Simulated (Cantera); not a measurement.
# Equilibrium for hydrogen reduction and annealing atmospheres: Al₂O₃ + H₂ + H₂O

Input: 1 mol Al₂O₃, 0.75 mol H₂, 0.63 mol H₂O, held at 1975 K and 100000 Pa.

Equilibrium computed with Cantera from the NASA thermochemical tables; the gas is ideal and each condensed phase is pure. Candidate condensed phases: Al, Al₂O₃, H₂O; 19 gas species. Gases not in the tables: Al(OH)₃. The numbers say what is thermodynamically allowed, not how fast it happens.

| Quantity | Value |
|---|---|
| x(H₂) | 0.543 |
| x(H₂O) | 0.456 |
| x(H) | 0.00101 |
| x(OH) | 8.07e-5 |
| n(Al₂O₃(s)) | 1.00 mol |
| gas amount | 1.381 mol |
| log10 activity of Al(l) (absent) | -8.23 |
